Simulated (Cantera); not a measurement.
## Low-pressure radical oxidation in H2/O2

An isothermal, constant-pressure homogeneous reactor starts with 1.77 % H₂, 98.2 % O₂, equivalence ratio 0.0090, at 900 K and 5.48 Torr.

Detailed kinetics in Cantera: the H2/O2 subset of GRI-Mech 3.0, which has no nitrogen chemistry. Radical loss at walls, strong at low pressure, is not modelled. Below about 950 K walls govern HO2 and H2O2 in real vessels.

```tsv
t (s)	x H₂	x O₂	x H₂O	x OH	x O	x HO₂	x H
0.000400	0.0177	0.982	<1e-12	<1e-12	<1e-12	1.77e-12	1.32e-12
0.00132	0.0177	0.982	2.41e-12	2.90e-12	4.49e-12	5.91e-12	3.61e-12
0.00435	0.0177	0.982	5.46e-11	2.35e-11	5.15e-11	2.06e-11	2.07e-11
0.0143	0.0177	0.982	1.03e-8	3.16e-9	7.55e-9	2.97e-10	2.63e-9
0.0473	0.00840	0.977	0.00750	0.000950	0.00379	3.91e-6	0.00262
0.156	9.15e-5	0.980	0.0175	0.000201	0.00213	2.06e-6	0.000271
0.514	9.69e-6	0.982	0.0178	6.17e-5	0.000310	7.65e-7	1.20e-5
1.69	9.84e-7	0.982	0.0178	2.03e-5	3.42e-5	2.11e-7	4.36e-7
5.58	9.28e-8	0.982	0.0178	6.94e-6	3.89e-6	4.31e-8	1.70e-8
18.4	9.88e-9	0.982	0.0178	2.67e-6	5.67e-7	8.23e-9	9.52e-10
60.7	1.48e-9	0.982	0.0178	1.17e-6	1.09e-7	1.78e-9	8.00e-11
200	3.03e-10	0.982	0.0178	5.63e-7	2.53e-8	4.40e-10	8.96e-12
```
x: mole fraction; the columns are a selection and need not sum to one.

Equilibrium at this temperature and pressure: H₂ <1e-12, O₂ 0.982, H₂O 0.0178, OH 2.80e-8, O 6.29e-11, HO₂ 6.19e-11, H <1e-12 (gas phase only).
